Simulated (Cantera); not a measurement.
**Stirred combustor or abatement burner**

A perfectly stirred reactor is fed with CO : H2 : O2 : N2 = 1 : 0.041 : 0.347 : 1.3 (molar parts), equivalence ratio 1.5, at 1.01 bar; it is adiabatic with a 673 K inlet, and is followed from long to short residence time, starting on the burning branch (τ in s: 0.23, 0.064, 0.018, 0.0051, 0.0014, 0.00041, 0.00012, 3.3e-05, 9.2e-06).

Detailed kinetics in Cantera: GRI-Mech 3.0 (53 species, 325 reactions).

```
τ (s)    T (K)   x CO     x H2     x O2    x H2O    x N2O
-------  -----  -----  -------  -------  -------  -------
0.23      2535  0.163  0.00140  0.00598   0.0140  1.59e-7
0.064     2516  0.165  0.00142  0.00710   0.0138  1.64e-7
0.018     2455  0.171  0.00149   0.0105   0.0131  1.74e-7
0.0051    2315  0.186  0.00164   0.0180   0.0116  1.85e-7
0.0014    2091  0.205  0.00182   0.0272  0.00913  1.92e-7
0.00041   1831  0.223  0.00175   0.0351  0.00631  1.92e-7
0.00012   1507  0.256  0.00162   0.0526  0.00532  1.93e-7
3.3e-5     673  0.372   0.0153    0.129   <1e-12   <1e-12
9.2e-6     673  0.372   0.0153    0.129   <1e-12   <1e-12
```
x: mole fraction; the columns are a selection and need not sum to one.
